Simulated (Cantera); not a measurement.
An isothermal, constant-pressure homogeneous reactor starts with 34.5 % CH4, 65.5 % N2, at 1548 K and 0.000660 bar.

Cantera simulation using GRI-Mech 3.0 (53 species, 325 reactions); the numbers are that mechanism's predictions, not measurements. GRI-Mech 3.0 stops at C3 and has no aromatics, soot or wall deposition, so with more carbon than oxygen in the feed, carbon stays in small species such as C2H2 where larger ones or solid carbon would form. Radical loss at walls, strong at low pressure, is not modelled.

### Question
Predict: x(CH4) at 90.0 s; x(CH2) at 90.0 s; x(C2H) at 90.0 s; x(H) at 90.0 s; x(C2H4) at 90.0 s; x(HCN) at 90.0 s.

### Answer
```json
{
 "x(CH4) at 90.0 s": "0.0154 (gas-phase equilibrium 2.28e-5)",
 "x(CH2) at 90.0 s": "1.69e-7 (gas-phase equilibrium 1.54e-9)",
 "x(C2H) at 90.0 s": "2.50e-7 (gas-phase equilibrium 3.90e-7)",
 "x(H) at 90.0 s": "0.000299 (gas-phase equilibrium 0.000748)",
 "x(C2H4) at 90.0 s": "5.55e-5 (gas-phase equilibrium 3.59e-6)",
 "x(HCN) at 90.0 s": "6.50e-7 (gas-phase equilibrium 0.0965)"
}
```
